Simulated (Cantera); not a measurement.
Input: 1 mol Si₃N₄, 0.11 mol O₂, 51 mol H₂, at 0.150 Torr.

Equilibrium computed with Cantera from the NASA thermochemical tables; the gas is ideal and each condensed phase is pure. Candidate condensed phases: H₂O, Si, SiO₂, Si₂N₂O, Si₃N₄; 35 gas species. Mutual solubility and eutectic melting of coexisting phases are not modelled. Gases not in the tables: Si₂H₆ and higher silanes. The numbers say what is thermodynamically allowed, not how fast it happens.

**Question.** Which condensed phases are stable at each of these points (T (°C)): 1052, 1102, 1152, 1202, 1252, 1302, 1352, 1402, 1452, 1502?

**Answer.** 
| T (°C) | condensed phases | Si condensed (%) |
|---|---|---|
| 1052 | Si(s) + Si₂N₂O(s) + Si₃N₄(s) | 99.9 |
| 1102 | Si(s) + Si₂N₂O(s) + Si₃N₄(s) | 99.7 |
| 1152 | Si(s) + Si₂N₂O(s) | 98.4 |
| 1202 | Si(s) | 92.6 |
| 1252 | Si(s) | 92.5 |
| 1302 | Si(s) | 92.1 |
| 1352 | Si(s) | 91.1 |
| 1402 | Si(s) | 88.6 |
| 1452 | Si(l) | 83.2 |
| 1502 | Si(l) | 72.0 |

From 1052 °C to 1102 °C the condensed part is Si(s) + Si₂N₂O(s) + Si₃N₄(s). At 1152 °C the condensed part is Si(s) + Si₂N₂O(s). From 1202 °C to 1402 °C the condensed part is Si(s). From 1452 °C to 1502 °C the condensed part is Si(l).
